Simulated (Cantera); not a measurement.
Cantera run:

```python
import numpy as np
import cantera as ct

gas_names = """
    C CH CH2 CH3 CH2OH CH3O CH4 CH3OH CN CO CO2 COOH C2 C2H CHCO,ketyl C2H2,acetylene C2H2,vinylidene
    CH2CO,ketene C2H3,vinyl CH3CN CH3CO,acetyl C2H4 C2H4O,ethylen CH3CHO,ethanal CH3COOH (HCOOH)2 C2H5
    C2H6 CH3OCH3 C2H5OH CCN CNC C2N2 C2O C3 C3H3,propargyl C3H4,allene C3H4,propyne C3H4,cyclo-
    C3H5,allyl C3H6,propylene C3H6,cyclo- C3H6O C3H7,n-propyl C3H7,i-propyl C3H8 C3H8O,1propanol
    C3H8O,2propanol C3O2 C4 C4H2 C4H4,1,3-cyclo- C4H6,butadiene C4H6,2-butyne C4H6,cyclo- C4H8,1-butene
    C4H8,cis2-buten C4H8,tr2-butene C4H8,isobutene C4H8,cyclo- (CH3COOH)2 C4H9,n-butyl C4H9,i-butyl
    C4H9,s-butyl C4H9,t-butyl C4H10,isobutane C4H10,n-butane C4N2 C5 C5H6,1,3cyclo- C5H8,cyclo-
    C5H10,1-pentene C5H10,cyclo- C5H11,pentyl C5H11,t-pentyl C5H12,n-pentane C5H12,i-pentane
    CH3C(CH3)2CH3 C6H2 C6H5,phenyl C6H5O,phenoxy C6H6 C6H5OH,phenol C6H10,cyclo- C6H12,1-hexene
    C6H12,cyclo- C6H13,n-hexyl C7H7,benzyl C7H8 C7H8O,cresol C7H14,1-heptene C7H15,n-heptyl
    C7H16,n-heptane C8H8,styrene C8H10,ethylbenz C8H16,1-octene C8H17,n-octyl C8H18,isooctane
    C8H18,n-octane C9H19,n-nonyl C10H8,naphthale C10H21,n-decyl C12H9,o-bipheny C12H10,bipheny H HCN HCO
    HCCN HNC HNCO HNO HNO2 HNO3 HO2 H2 HCHO,formaldehy HCOOH H2O H2O2 N NCO NH NH2 NH3 NH2OH NO NO2 NO3
    N2 N2H2 N2H4 N2O O OH O2 O3
""".split()
cond_names = """
    C(gr) C6H6(L) C7H8(L) C8H18(L),n-octa H2O(s) H2O(L)
""".split()


def load(file, names, dense=False):
    # The tables refer to 1 bar. Condensed volumes are neglected.
    table = {s.name: s for s in ct.Species.list_from_file(file)}
    out = []
    for n in names:
        d = dict(table[n].input_data)
        d["thermo"] = dict(d["thermo"], **{"reference-pressure": 1e5})
        if dense:
            d["equation-of-state"] = {"model": "constant-volume", "density": "1e6 g/cm^3"}
        out.append(ct.Species.from_dict(d))
    return out


gas = ct.Solution(thermo="ideal-gas", species=load("nasa_gas.yaml", gas_names))
cond = {s.name: ct.Solution(thermo="fixed-stoichiometry", species=[s], name=s.name)
        for s in load("nasa_condensed.yaml", cond_names, dense=True)}
atoms = {
    'C2H6': {'C': 2, 'H': 6},
    'H2': {'H': 2},
    'N2': {'N': 2},
    'H2O': {'H': 2, 'O': 1},
}
top_T = {'C(gr)': 4500}  # K; cautious upper limits of use, not melting points


def equilibrate(T, P, feed):
    n = {}
    for name, mol in feed.items():
        for a, k in atoms[name].items():
            n[a] = n.get(a, 0.0) + k * mol
    gas.TPX = T, P, n
    mass = sum(n.values()) * gas.mean_molecular_weight
    gas.equilibrate("TP")
    valid = [c for c in cond.values() if c.min_temp <= T <= top_T.get(c.name, c.max_temp)]
    mix = ct.Mixture([(gas, mass / gas.mean_molecular_weight)] + [(c, 0.0) for c in valid])
    mix.T, mix.P = T, P
    mix.equilibrate("TP", solver="vcs", rtol=1e-11, max_steps=5000)
    return mix


results = []
T = 2448.15  # K
P = 150000  # Pa
for m in [0.4, 1.1, 1.8, 2.6, 3.3, 4, 4.7]:
    feed = {'C2H6': 1, 'H2': 3.3, 'N2': 0.67, 'H2O': m}  # mol
    mix = equilibrate(T, P, feed)
    results.append((T, P, feed, dict(zip(mix.species_names, mix.species_moles))))
    x = sorted(zip(gas.X, gas.species_names), reverse=True)
    print(f"T = {T:g} K  P = {P:g} Pa  n(H2O) = {m:g} mol  gas = {mix.phase_moles(0):.4g} mol")
    print("   x: " + "  ".join(f"{s} {v:.3e}" for v, s in x if v > 0.0001))
    print("   condensed (mol): " + ("  ".join(f"{mix.phase(i).name} {mix.phase_moles(i):.4g}"
          for i in range(1, mix.n_phases) if mix.phase_moles(i) > 1e-12) or "none"))
```

Result:

```
T = 2448.15 K  P = 150000 Pa  n(H2O) = 0.4 mol  gas = 7.826 mol
   x: H2 8.322e-01  N2 7.688e-02  CO 5.111e-02  HCN 1.569e-02  H 1.484e-02  C2H2,acetylene 7.202e-03  HNC 1.729e-03  CH4 1.698e-04
   condensed (mol): C(gr) 1.348
T = 2448.15 K  P = 150000 Pa  n(H2O) = 1.1 mol  gas = 9.235 mol
   x: H2 7.792e-01  CO 1.191e-01  N2 6.480e-02  H 1.436e-02  HCN 1.394e-02  C2H2,acetylene 6.743e-03  HNC 1.536e-03  CH4 1.489e-04
   condensed (mol): C(gr) 0.6292
T = 2448.15 K  P = 150000 Pa  n(H2O) = 1.8 mol  gas = 10.64 mol
   x: H2 7.444e-01  CO 1.691e-01  N2 5.746e-02  H 1.403e-02  HCN 9.871e-03  C2H2,acetylene 3.813e-03  HNC 1.087e-03  CH4 1.045e-04
   condensed (mol): none
T = 2448.15 K  P = 150000 Pa  n(H2O) = 2.6 mol  gas = 11.65 mol
   x: H2 7.076e-01  CO 1.697e-01  N2 5.750e-02  H2O 4.935e-02  H 1.368e-02  CO2 1.956e-03  OH 1.861e-04
   condensed (mol): none
T = 2448.15 K  P = 150000 Pa  n(H2O) = 3.3 mol  gas = 12.35 mol
   x: H2 6.693e-01  CO 1.579e-01  H2O 1.009e-01  N2 5.423e-02  H 1.331e-02  CO2 3.934e-03  OH 3.911e-04
   condensed (mol): none
T = 2448.15 K  P = 150000 Pa  n(H2O) = 4 mol  gas = 13.06 mol
   x: H2 6.351e-01  CO 1.475e-01  H2O 1.469e-01  N2 5.130e-02  H 1.296e-02  CO2 5.640e-03  OH 5.847e-04
   condensed (mol): none
T = 2448.15 K  P = 150000 Pa  n(H2O) = 4.7 mol  gas = 13.76 mol
   x: H2 6.043e-01  H2O 1.883e-01  CO 1.382e-01  N2 4.868e-02  H 1.264e-02  CO2 7.116e-03  OH 7.681e-04
   condensed (mol): none
```

These are equilibrium values from Cantera (NASA tables, ideal gas, pure condensed phases), not measurements of a reactor.
